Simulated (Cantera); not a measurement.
# Thermodynamics of carbothermic reduction, feed Ta2O5 + CO

Charge: 1 mol Ta2O5, 4 mol CO, held at 1598.15 K.

Method: chemical equilibrium by Gibbs-energy minimisation in Cantera with the NASA 1993 tables (ideal gas, pure condensed phases). Candidate condensed phases: C, Ta, TaC, Ta2O5; 15 gas species. Mutual solubility and eutectic melting of coexisting phases are not modelled. TaC: taken at fixed stoichiometry. Condensed phases not in the tables: Ta2C. Rates play no part.

| P (Pa) | x CO | x CO2 | x TaO2 | x TaO | n Ta2O5(s) | n TaC(s) |
|---|---|---|---|---|---|---|
| 10 | 1.000 | 0.000148 | 1.02e-6 | 9.34e-8 | 1.000 | 0 |
| 52 | 1.000 | 0.000238 | 1.55e-7 | 8.86e-9 | 1.000 | 0.000271 |
| 270 | 1.000 | 0.000380 | 2.35e-8 | 8.42e-10 | 1.000 | 0.000435 |
| 1400 | 0.999 | 0.000608 | 3.59e-9 | 8.02e-11 | 1.000 | 0.000695 |
| 7200 | 0.999 | 0.000971 | 5.52e-10 | 7.73e-12 | 0.999 | 0.00111 |
| 37000 | 0.998 | 0.00155 | 8.51e-11 | <1e-12 | 0.999 | 0.00177 |
| 190000 | 0.998 | 0.00247 | 1.31e-11 | <1e-12 | 0.999 | 0.00282 |
| 1000000 | 0.996 | 0.00396 | 1.97e-12 | <1e-12 | 0.998 | 0.00452 |
x: gas mole fraction; n: condensed amount in mol.

At 10.0 Pa the condensed part is Ta2O5(s). From 52.0 Pa to 10.0 bar the condensed part is TaC(s) + Ta2O5(s).
